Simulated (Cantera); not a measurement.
Charge: 1 mol Si2H6, 3.3 mol NO, 0.0022 mol CO2, at 0.0133 bar.

These are equilibrium values from Cantera (NASA tables, ideal gas, pure condensed phases), not measurements of a reactor. Candidate condensed phases: C, C6H6, C7H8, C8H18, H2O, Si, SiC, SiO2, Si2N2O, Si3N4; 151 gas species. The feed counts by its element totals alone. The numbers say what is thermodynamically allowed, not how fast it happens.

Task: At 875 K, list the 4 most abundant gas species with their mole fractions, and the condensed phases.

Result: H2 0.678, N2 0.321, CH4 0.000461, CO 3.71e-5. Condensed: SiO2(β-quartz) + Si2N2O(s).
